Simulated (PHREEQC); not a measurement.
Solution (25 °C): 0.22 mol HCl and 0.0006 mol CuSO4 per kg of water. Closed to the air; pH follows from the charge balance.

Model: ion-association model, phreeqc.dat, run in PHREEQC.

Each row changes one thing in this solution. Precipitation was switched off in this run.

```
case                                   pH  HSO4- (mol/kgw)  Cu+2 (mol/kgw)  CuCl+ (mol/kgw)  SO4-2 (mol/kgw)  CuCl2 (mol/kgw)
-----------------------------------  ----  ---------------  --------------  ---------------  ---------------  ---------------
as made                              0.76         0.000519        0.000500          9.37e-5          8.07e-5          5.29e-6
CuSO4 from 0.0006 to 0.0009 mol/kgw  0.76         0.000777        0.000750         0.000140                ?          7.92e-6
HCl from 0.22 to 1.1 mol/kgw         0.09                ?        0.000353         0.000212                ?          3.50e-5
diluted 2-fold with water               ?         0.000240               ?          3.07e-5          5.91e-5          1.02e-6
CuSO4 from 0.0006 to 6e-05 mol/kgw   0.76          5.19e-5         5.01e-5          9.40e-6          8.05e-6          5.32e-7
```

**Question.** Complete the blanks.

**Answer.** 
- CuSO4 from 0.0006 to 0.0009 mol/kgw, SO4-2 (mol/kgw): 0.000121
- HCl from 0.22 to 1.1 mol/kgw, HSO4- (mol/kgw): 0.000561
- HCl from 0.22 to 1.1 mol/kgw, SO4-2 (mol/kgw): 3.87e-5
- diluted 2-fold with water, pH: 1.04
- diluted 2-fold with water, Cu+2 (mol/kgw): 0.000268

The ionic strength passes 0.7 mol/kgw, the rough limit of the ion-association models, in HCl from 0.22 to 1.1 mol/kgw. Species that the database lacks are ignored.
